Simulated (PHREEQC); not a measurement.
A solution holds 0.036 mol/kgw NaBF4 and 0.00022 mol/kgw NaHCO3, at 45 °C. Closed to the air; pH follows from the charge balance.

Computed with PHREEQC (ion-association model, wateq4f.dat).

```yaml
pH: 2.90
ionic_strength: 0.0376 mol/kgw
total_alkalinity: -108 meq/kg
```

| species | molality | activity | log γ |
|---|---|---|---|
| Na+ | 0.0362 | 0.0302 | -0.079 |
| BF4- | 0.0311 | 0.0254 | -0.088 |
| HF | 0.00719 | 0.00726 | 0.004 |
| F- | 0.00319 | 0.00263 | -0.084 |
| BF3OH- | 0.00235 | 0.00192 | -0.088 |
| H3BO3 | 0.00165 | 0.00166 | 0.004 |
| H+ | 0.00147 | 0.00127 | -0.065 |

Precipitation was switched off in this run. Species that the database lacks are ignored. Constants without temperature data keep their 25 °C values here. Real BF4- forms and hydrolyses slowly; the run takes it at equilibrium.
